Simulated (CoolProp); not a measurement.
CH2F2 (R32) along the isobar 4.58 MPa: Z from the reference equation and from simpler models built on Tc = 351.3 K, pc = 5.783 MPa, ω = 0.277; each cubic takes its own stable root.

Computed with CoolProp (reference Helmholtz-energy equation of state, Tillner-Roth 1997).

```
T (K)  phase  reference
-----  -----  ---------
342.1    gas     0.5137
348.7    gas     0.5825
355.4    gas     0.6301
362      gas     0.6666
368.6    gas     0.6966
375.3    gas     0.7224
381.9    gas     0.7444
388.5    gas     0.7638
395.2    gas     0.7812
401.8    gas     0.7966
408.5    gas     0.8106
415.1    gas     0.8232
421.7    gas     0.8347
428.4    gas     0.8453
435      gas     0.8549
```

Question: How far does each simpler model (Pitzer virial, Soave-Redlich-Kwong) lie from the reference over these 15 states: mean and median of the absolute difference, and the worst?

Answer: 
- Pitzer virial: mean 9.5 %, median 5.7 %, worst +35.8 % at 342.1 K and 4.58 MPa
- Soave-Redlich-Kwong: mean 4.4 %, median 3.4 %, worst +11.2 % at 342.1 K and 4.58 MPa
